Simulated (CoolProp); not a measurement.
Chlorine along the isotherm 427.1 K: fugacity coefficient from the reference equation and from simpler models built on Tc = 416.9 K, pc = 76.42 bar, ω = 0.070; each cubic takes its own stable root.

The numbers come from the reference Helmholtz-energy equation of state, Thol 2021 in CoolProp.

| p (bar) | phase | reference | van der Waals | Redlich-Kwong |
|---|---|---|---|---|
| 2.55 | gas | 0.9902 | 0.9907 | 0.9894 |
| 5.09 | gas | 0.9804 | 0.9814 | 0.9789 |
| 7.64 | gas | 0.9707 | 0.9721 | 0.9684 |
| 10.2 | gas | 0.9609 | 0.9628 | 0.9579 |
| 12.7 | gas | 0.9514 | 0.9537 | 0.9477 |
| 15.3 | gas | 0.9416 | 0.9442 | 0.9372 |
| 17.8 | gas | 0.9321 | 0.9351 | 0.9270 |
| 20.4 | gas | 0.9223 | 0.9257 | 0.9165 |
| 22.9 | gas | 0.9128 | 0.9167 | 0.9065 |
| 25.5 | gas | 0.9031 | 0.9072 | 0.8961 |
| 28 | gas | 0.8937 | 0.8982 | 0.8861 |
| 30.6 | gas | 0.8839 | 0.8888 | 0.8757 |
| 33.1 | gas | 0.8745 | 0.8797 | 0.8658 |
| 35.7 | gas | 0.8648 | 0.8703 | 0.8554 |
| 38.2 | gas | 0.8554 | 0.8612 | 0.8456 |
